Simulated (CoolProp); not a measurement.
Properties of oxygen at several states (Tc = -118.6 °C, pc = 5046 kPa, ω = 0.022).

Model: reference Helmholtz-energy equation of state, Schmidt 1985, in CoolProp. Above 300 K oxygen's equation is extrapolated.

| T (°C) | p (kPa) | phase | speed of sound (m/s) | expansivity (1/kK) |
|---|---|---|---|---|
| -203.45 | 4910 | liquid | 1083 | 3.571 |
| 549.85 | 25000 | supercritical | 578.6 | 1.184 |
| 420.95 | 16.7 | gas | 491.2 | 1.441 |
| 448.35 | 19.9 | gas | 500.2 | 1.386 |
